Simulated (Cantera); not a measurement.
A perfectly stirred reactor is fed with C₃H₈ : O₂ : N₂ = 1 : 3.85 : 14.5 (molar parts), at 760 Torr; it is adiabatic with a 400 K inlet, and is followed from long to short residence time, starting on the burning branch (τ in s: 0.091, 0.029, 0.0095, 0.0031, 0.00099, 0.00032, 0.0001, 3.3e-05, 1.1e-05).

Cantera simulation using GRI-Mech 3.0 (53 species, 325 reactions); the numbers are that mechanism's predictions, not measurements. GRI-Mech 3.0 was tuned for natural gas; its chemistry of propane as a main component is partial and can be far from experiment.

Question: What does this change do: N2 14.5 to 22 parts?

Answer: 
```csv
quantity,before,after
"blow-out, bracketed by the residence times tried","burning at 0.100 ms, out at 33.0 µs","burning at 0.990 ms, out at 0.320 ms"
x(C₃H₈) at τ = 91.0 ms,2.48e-7,1.19e-6
x(O₂) at τ = 91.0 ms,0.000185,0.000175
x(CH₂) at τ = 91.0 ms,3.96e-7,7.04e-7
x(CH₃) at τ = 91.0 ms,6.09e-6,2.72e-5
x(O) at τ = 91.0 ms,6.93e-5,6.48e-6
x(C₃H₈) at τ = 0.990 ms,1.02e-5,4.12e-5
x(O₂) at τ = 0.990 ms,0.00272,0.00425
x(CH₂) at τ = 0.990 ms,8.35e-6,1.25e-5
x(CH₃) at τ = 0.990 ms,9.65e-5,0.000240
x(O) at τ = 0.990 ms,0.000749,0.000159
```

Question: What does this change do: N2 14.5 to 20 parts?

Answer: 
| quantity | before | after |
|---|---|---|
| blow-out, bracketed by the residence times tried | burning at 0.100 ms, out at 33.0 µs | burning at 0.320 ms, out at 0.100 ms |
| x(C₃H₈) at τ = 91.0 ms | 2.48e-7 | 6.83e-7 |
| x(O₂) at τ = 91.0 ms | 0.000185 | 0.000128 |
| x(CH₂) at τ = 91.0 ms | 3.96e-7 | 5.42e-7 |
| x(CH₃) at τ = 91.0 ms | 6.09e-6 | 1.41e-5 |
| x(O) at τ = 91.0 ms | 6.93e-5 | 1.65e-5 |
| x(C₃H₈) at τ = 0.990 ms | 1.02e-5 | 2.54e-5 |
| x(O₂) at τ = 0.990 ms | 0.00272 | 0.00309 |
| x(CH₂) at τ = 0.990 ms | 8.35e-6 | 1.11e-5 |
| x(CH₃) at τ = 0.990 ms | 9.65e-5 | 0.000176 |
| x(O) at τ = 0.990 ms | 0.000749 | 0.000243 |
